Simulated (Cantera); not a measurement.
A perfectly stirred reactor is fed with C₂H₆ : N₂ = 1 : 11 (molar parts), at 0.133 bar; it is held at 1725 K, and followed from long to short residence time.

Model: GRI-Mech 3.0 (53 species, 325 reactions), integrated in Cantera. GRI-Mech 3.0 stops at C3 and has no aromatics, soot or wall deposition, so with more carbon than oxygen in the feed, carbon stays in small species such as C2H2 where larger ones or solid carbon would form.

Question: What does this change do: temperature 1725 to 1823 K?

Answer: 
```
quantity                  before     after
----------------------  --------  --------
x(C₂H₆) at τ = 0.930 s   1.05e-5   3.98e-6
x(HCN) at τ = 0.930 s    3.49e-5  0.000190
x(C₂H) at τ = 0.930 s    9.36e-7   2.73e-6
x(CH₄) at τ = 0.930 s    0.00558   0.00307
x(H) at τ = 0.930 s     0.000292  0.000562
x(C₂H₆) at τ = 15.0 ms  0.000431  0.000188
x(HCN) at τ = 15.0 ms    1.16e-5   4.63e-5
x(C₂H) at τ = 15.0 ms    1.77e-6   4.45e-6
x(CH₄) at τ = 15.0 ms     0.0175    0.0124
x(H) at τ = 15.0 ms     0.000530  0.000883
```
